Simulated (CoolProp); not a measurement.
Aqueous lithium chloride as a coolant, at 16 °C, 1 atm.

Values from CoolProp's Melinder's fits for secondary coolants.

| mass % | freezing point (°C) | viscosity (mPa s) | cp (kJ/(kg K)) | Prandtl number | density (kg/m³) |
|---|---|---|---|---|---|
| 2.2 | -1.8 | 1.19 | 4.063 | 8.29 | ? |
| 4.2 | -4.1 | ? | 3.956 | 8.67 | ? |
| 6.2 | -6.6 | 1.36 | 3.851 | 9.08 | 1035 |
| 8.2 | -9.4 | 1.45 | 3.751 | 9.54 | ? |
| 10.2 | -12.6 | 1.56 | 3.653 | 10.1 | 1058 |
| 12.1 | -16.3 | 1.68 | 3.563 | 10.6 | 1069 |
| 14.1 | -21.2 | 1.81 | 3.471 | 11.3 | 1081 |
| 16.1 | -27.6 | 1.96 | ? | 12.0 | 1093 |
| 18.1 | -35.3 | 2.13 | 3.303 | 12.8 | 1105 |

### Question
Fill in the missing entries.

### Answer

- 2.2, density (kg/m³): 1012
- 4.2, viscosity (mPa s): 1.27
- 4.2, density (kg/m³): 1023
- 8.2, density (kg/m³): 1046
- 16.1, cp (kJ/(kg K)): 3.384
